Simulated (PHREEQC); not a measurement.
Consider water at 25 °C with 11 mmol/kgw TMAH and 0.0016 mmol/kgw H4SiO4. Closed to the air; pH follows from the charge balance.

Equilibrium calculation in PHREEQC: ion-association model, phreeqc.dat.

This is a speciation only: nothing precipitates in the calculation.

Task: Order these Si species by the share of Si that they hold, largest first: H2SiO4-2, H4SiO4, H3SiO4-.

Result: H3SiO4- (91 %), H2SiO4-2 (8.2 %), H4SiO4 (0.57 %)

The pH is 11.99 and the ionic strength 0.0110 mol/kgw. (CH3)4N+ isn't in the database: it is added as a free cation with an ion size of 4 Å.
